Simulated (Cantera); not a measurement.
A perfectly stirred reactor is fed with 26.2 % CO, 3.41 % H2, 14.8 % O2, 55.6 % N2, equivalence ratio 1.0, at 1200000 Pa; it is adiabatic with a 550 K inlet, and is followed from long to short residence time, starting on the burning branch (τ in s: 0.085, 0.036, 0.015, 0.0062, 0.0026, 0.0011, 0.00046, 0.00019, 8e-05, 3.3e-05).

Computed with Cantera and GRI-Mech 3.0 (53 species, 325 reactions). The hydrogen kinetics of GRI-Mech 3.0 are dated; newer H2 mechanisms differ, most at raised pressure. The pressure lies above the range GRI-Mech 3.0 was tuned for (to about 10 atm).

x: mole fraction; the columns are a selection and need not sum to one.

| τ (s) | T (K) | x CO | x H2 | x O2 | x NO | x CO2 |
|---|---|---|---|---|---|---|
| 0.085 | 2582 | 0.0364 | 0.000786 | 0.0145 | 0.00613 | 0.265 |
| 0.036 | 2581 | 0.0366 | 0.000790 | 0.0146 | 0.00598 | 0.265 |
| 0.015 | 2579 | 0.0371 | 0.000800 | 0.0150 | 0.00565 | 0.264 |
| 0.0062 | 2572 | 0.0381 | 0.000824 | 0.0158 | 0.00500 | 0.263 |
| 0.0026 | 2557 | 0.0404 | 0.000876 | … | … | 0.260 |
| 0.0011 | 2527 | 0.0448 | 0.000981 | 0.0201 | 0.00269 | 0.255 |
| 0.00046 | 2471 | 0.0525 | 0.00117 | 0.0243 | 0.00153 | 0.246 |
| 0.00019 | 2386 | … | … | … | … | 0.233 |
| 8.0e-5 | 2276 | 0.0771 | 0.00182 | 0.0363 | 0.000350 | 0.217 |
| 3.3e-5 | 2134 | 0.0938 | 0.00222 | 0.0441 | 0.000173 | 0.197 |

Task: Complete the blanks.

Result: 
- 0.0026, x O2: 0.0174
- 0.0026, x NO: 0.00395
- 0.00019, x CO: 0.0636
- 0.00019, x H2: 0.00146
- 0.00019, x O2: 0.0298
- 0.00019, x NO: 0.000749
